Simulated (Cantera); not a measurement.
A closed system holds: 1 mol FeS₂, 1.7 mol SO₂, 0.78 mol CO₂, equilibrated at 925 °C and 1 atm.

Equilibrium computed with Cantera from the NASA thermochemical tables; the gas is ideal and each condensed phase is pure. Candidate condensed phases: C, Fe, Fe(CO)₅, FeO, FeS, FeSO₄, FeS₂, Fe₂O₃, Fe₂(SO₄)₃, Fe₃O₄, S; 25 gas species. FeS: taken at fixed stoichiometry. Gases not in the tables: S₃ to S₇. Kinetics and transport are ignored.

Base state: SO₂ 0.568, CO₂ 0.258, S₂ 0.159, S₂O 0.0103, CO 0.00339, COS 0.000977, SO 0.000351 (mole fractions); condensed: FeS(s).

Question: What changes in the equilibrium state with this change: CO₂ from 0.78 to 6.8 mol?

Answer: 
| species | before | after |
|---|---|---|
| CO₂ | 0.258 | 0.740 |
| SO₂ | 0.568 | 0.194 |
| S₂ | 0.159 | 0.0490 |
| S₂O | 0.0103 | 0.00249 |
| CO | 0.00339 | 0.0124 |
| SO | 0.000351 | 0.000153 |
| COS | 0.000977 | 0.00198 |
| FeS(s), mol | 1.00 | 1.00 |
